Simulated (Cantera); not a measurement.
An isothermal, constant-pressure homogeneous reactor starts with 0.227 % CO, 0.542 % O2, 0.631 % H2O, 98.6 % N2, at 998 K and 12000 Pa.

Computed with Cantera and GRI-Mech 3.0 (53 species, 325 reactions).

x: mole fraction; the columns are a selection and need not sum to one.

```tsv
t (s)	x CO	x O2	x H2O	x OH	x O
8.00e-5	0.00227	0.00542	0.00631	<1e-12	<1e-12
0.000204	0.00227	0.00542	0.00631	<1e-12	<1e-12
0.000521	0.00227	0.00542	0.00631	<1e-12	<1e-12
0.00133	0.00227	0.00542	0.00631	<1e-12	1.98e-12
0.00340	0.00227	0.00542	0.00631	<1e-12	4.98e-12
0.00868	0.00227	0.00542	0.00631	1.38e-12	1.31e-11
0.0222	0.00227	0.00542	0.00631	8.47e-12	4.94e-11
0.0566	0.00227	0.00542	0.00631	1.57e-10	7.67e-10
0.144	0.00227	0.00542	0.00631	1.48e-7	6.75e-7
0.369	…	0.00473	0.00622	2.01e-5	5.27e-5
0.941	…	0.00434	0.00630	7.20e-6	6.23e-6
2.40	…	0.00430	0.00632	2.74e-6	8.24e-7
6.14	…	0.00429	0.00632	1.11e-6	1.20e-7
15.7	…	0.00429	0.00632	4.61e-7	1.91e-8
40.0	…	0.00429	0.00632	2.03e-7	3.62e-9
```

### Question
What belongs in the gaps?

### Answer

- 0.369, x CO: 0.000861
- 0.941, x CO: 0.000100
- 2.40, x CO: 1.41e-5
- 6.14, x CO: 1.94e-6
- 15.7, x CO: 2.45e-7
- 40.0, x CO: 2.62e-8
